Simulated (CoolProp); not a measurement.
Vapour pressure (kPa) of R1132(E): the reference equation beside estimates from Tc = 75.7 °C, pc = 5174 kPa, ω = 0.245. Clausius-Clapeyron is anchored at 5.45 °C with a constant enthalpy of vaporisation of 15.62 kJ/mol.

Model: reference Helmholtz-energy equation of state, Akasaka 2024, in CoolProp.

| T (°C) | reference | Lee-Kesler | Clausius-Clapeyron | van der Waals | Redlich-Kwong | Soave-Redlich-Kwong | Peng-Robinson |
|---|---|---|---|---|---|---|---|
| -8.65 | 617.9 | 619.5 | 672.6 | 1541 | 858.2 | 620.3 | 613.9 |
| -5.15 | 693.2 | 695.1 | 738.0 | 1641 | 947.6 | 696.5 | 688.9 |
| -1.65 | 775.2 | 777.4 | 807.8 | 1745 | 1043 | 779.6 | 770.5 |
| 1.95 | 866.9 | 869.3 | 884.3 | 1856 | 1149 | 872.5 | 862.0 |
| 5.45 | 963.5 | 966.0 | 963.5 | 1968 | 1258 | 970.6 | 958.5 |
| 8.95 | 1068 | 1070 | 1048 | 2085 | 1374 | 1077 | 1063 |
| 12.45 | 1181 | 1183 | 1137 | 2206 | 1497 | 1191 | 1176 |
| 15.95 | 1302 | 1304 | 1231 | 2331 | 1628 | 1314 | 1297 |
| 19.45 | 1432 | 1434 | 1330 | 2461 | 1766 | 1447 | 1428 |
| 22.95 | 1571 | 1573 | 1435 | 2595 | 1912 | 1588 | 1568 |
| 26.45 | 1720 | 1722 | 1546 | 2733 | 2066 | 1740 | 1718 |
| 29.95 | 1880 | 1881 | 1662 | 2876 | 2228 | 1903 | 1879 |
| 33.45 | 2050 | 2051 | 1784 | 3023 | 2398 | 2076 | 2051 |
| 36.95 | 2231 | 2231 | 1911 | 3175 | 2577 | 2260 | 2234 |

Absolute difference from the reference over all 14 rows, mean and median: Lee-Kesler 0.2 and 0.2 %, Clausius-Clapeyron 7.0 and 6.8 %, van der Waals 87.8 and 82.9 %, Redlich-Kwong 26.4 and 25.9 %, Soave-Redlich-Kwong 0.9 and 0.9 %, Peng-Robinson 0.4 and 0.4 %.
